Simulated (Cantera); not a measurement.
A perfectly stirred reactor is fed with CO : H2 : O2 : N2 = 1 : 0.093 : 1.33 : 5.01 (molar parts), at 750 Torr; it is adiabatic with a 500 K inlet, and is followed from long to short residence time, starting on the burning branch (τ in s: 0.13, 0.041, 0.013, 0.004, 0.0012, 0.00039, 0.00012, 3.7e-05, 1.2e-05).

Model: GRI-Mech 3.0 (53 species, 325 reactions), integrated in Cantera.

x: mole fraction; the columns are a selection and need not sum to one.

| τ (s) | T (K) | x CO | x H2 | x O2 | x CO2 | x HO2 |
|---|---|---|---|---|---|---|
| 0.13 | 1703 | 0.00159 | 3.06e-5 | 0.114 | 0.143 | 1.84e-6 |
| 0.041 | 1685 | 0.00330 | 6.20e-5 | 0.114 | 0.142 | 3.45e-6 |
| 0.013 | 1651 | 0.00668 | 0.000121 | 0.115 | 0.138 | 6.17e-6 |
| 0.0040 | 1585 | 0.0135 | 0.000224 | 0.117 | 0.130 | 1.07e-5 |
| 0.0012 | (withheld) | (withheld) | (withheld) | 0.124 | (withheld) | (withheld) |
| 0.00039 | 500 | 0.135 | 0.0125 | 0.179 | <1e-12 | <1e-12 |
| 0.00012 | 500 | 0.135 | 0.0125 | 0.179 | <1e-12 | <1e-12 |
| 3.7e-5 | 500 | 0.135 | 0.0125 | 0.179 | <1e-12 | <1e-12 |
| 1.2e-5 | 500 | 0.135 | 0.0125 | 0.179 | <1e-12 | <1e-12 |

Problem. Fill in the missing entries.

Solution. 
- 0.0012, T (K): 1439
- 0.0012, x CO: 0.0308
- 0.0012, x H2: 0.000402
- 0.0012, x CO2: 0.112
- 0.0012, x HO2: 1.95e-5
